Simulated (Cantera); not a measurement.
A perfectly stirred reactor is fed with CH4 : C2H6 : O2 : N2 = 1 : 1.4 : 11.7 : 44 (molar parts), equivalence ratio 0.59, at 1000000 Pa; it is adiabatic with a 498 K inlet, and is followed from long to short residence time, starting on the burning branch (τ in s: 0.054, 0.028, 0.014, 0.0073, 0.0037, 0.0019, 0.00098, 0.0005, 0.00026, 0.00013, 6.8e-05, 3.5e-05).

Cantera simulation using GRI-Mech 3.0 (53 species, 325 reactions); the numbers are that mechanism's predictions, not measurements.

Question: Predict: blow-out, bracketed by the residence times tried; x(CH4) at τ = 54.0 ms; x(C2H6) at τ = 54.0 ms; x(O2) at τ = 54.0 ms; x(CH2CO) at τ = 54.0 ms; x(CH3) at τ = 54.0 ms; x(CH4) at τ = 0.980 ms; x(C2H6) at τ = 0.980 ms; x(O2) at τ = 0.980 ms; x(CH2CO) at τ = 0.980 ms; x(CH3) at τ = 0.980 ms.

Answer: 
```json
{
 "blow_out_bracketed_by_the_residence_times_tried": "burning at 0.130 ms, out at 68.0 µs",
 "x(CH4) at τ = 54.0 ms": "1.88e-6",
 "x(C2H6) at τ = 54.0 ms": "4.99e-7",
 "x(O2) at τ = 54.0 ms": "0.0816",
 "x(CH2CO) at τ = 54.0 ms": "9.05e-7",
 "x(CH3) at τ = 54.0 ms": "5.77e-7",
 "x(CH4) at τ = 0.980 ms": "3.25e-5",
 "x(C2H6) at τ = 0.980 ms": "1.12e-5",
 "x(O2) at τ = 0.980 ms": "0.0826",
 "x(CH2CO) at τ = 0.980 ms": "2.12e-5",
 "x(CH3) at τ = 0.980 ms": "9.97e-6"
}
```
